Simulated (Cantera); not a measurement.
A closed system holds: 1 mol Ta2O5, 8.9 mol CO, equilibrated at 1450 K and 7.50 Torr.

Method: chemical equilibrium by Gibbs-energy minimisation in Cantera with the NASA 1993 tables (ideal gas, pure condensed phases). Candidate condensed phases: C, Ta, TaC, Ta2O5; 15 gas species. Mutual solubility and eutectic melting of coexisting phases are not modelled. TaC: taken at fixed stoichiometry. Condensed phases not in the tables: Ta2C. Kinetics and transport are ignored.

Base state: CO 0.999, CO2 0.000559 (mole fractions); condensed: TaC(s) + Ta2O5(s).

What changes in the equilibrium state with this change: Ta2O5 replaced by SiO2?


```json
[
 {"species": "CO", "before": "0.999", "after": "1.000"},
 {"species": "SiO", "before": "0", "after": "0.000127"},
 {"species": "CO2", "before": "0.000559", "after": "0.000127"},
 {"species": "TaC(s), mol", "before": "0.00142", "after": "0"},
 {"species": "Ta2O5(s), mol", "before": "0.999", "after": "0"},
 {"species": "SiO2(β-quartz), mol", "before": "0", "after": "0.999"}
]
```
The tables hold silica as quartz up to 1696 K and as liquid above; real silica turns to tridymite and cristobalite and melts near 1996 K. Further candidate phases: Si, SiC, SiO2.
